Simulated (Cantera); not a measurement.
# Premixed flame

A freely propagating, adiabatic, planar premixed flame of H₂ : O₂ : N₂ = 1 : 0.333 : 1.25 (molar parts), unburnt at 475 K and 1.00 bar; mixture-averaged transport, grid criteria slope 0.08 and curve 0.16, no radiation.

Model: the H2/O2 subset of GRI-Mech 3.0, which has no nitrogen chemistry, integrated in Cantera. Burning velocities carry a grid error of a few per cent, more on coarse grids.

```
z (mm)  T (K)  u (m/s)   x H₂     x O₂     x H₂O   x H₂O₂      x OH     x HO₂
------  -----  -------  -----  -------  --------  -------  --------  --------
-1.23     475     6.13  0.387    0.129     <1e-8    <1e-8     <1e-8     <1e-8
-0.820    475     6.13  0.387    0.129     <1e-8    <1e-8     <1e-8     <1e-8
-0.615    475     6.13  0.387    0.129     <1e-8    <1e-8     <1e-8     <1e-8
-0.410    475     6.13  0.387    0.129   9.38e-8    <1e-8     <1e-8   1.40e-7
-0.205    488     6.28  0.384    0.129  0.000348  4.14e-6   2.81e-5  0.000187
-0.103    735     9.21  0.350    0.124    0.0196  3.40e-5  0.000930  0.000231
0        1193     14.5  0.246   0.0864     0.103  4.10e-6   0.00267   8.44e-5
0.103    1509     18.1  0.147   0.0278     0.213  2.06e-6   0.00667   2.53e-5
0.205    1649     19.6  0.121  0.00927     0.248  1.32e-6   0.00857   8.03e-6
0.410    1786     21.1  0.120  0.00455     0.259  7.64e-7   0.00985   3.65e-6
0.820    1927     22.5  0.126  0.00313     0.266  4.04e-7    0.0102   2.32e-6
1.64     2061     23.8  0.132  0.00193     0.273  2.13e-7   0.00949   1.39e-6
3.28     2177     24.9  0.136  0.00102     0.280  1.16e-7   0.00785   7.62e-7
```
x: mole fraction of selected species; z is measured from the peak of heat release.

```
Item                        Result
------------------------  --------
laminar burning velocity  613 cm/s
thermal thickness         0.410 mm
peak x(H₂O₂)               3.57e-5
peak x(OH)                  0.0102
peak x(HO₂)               0.000382
grid points                    120
```
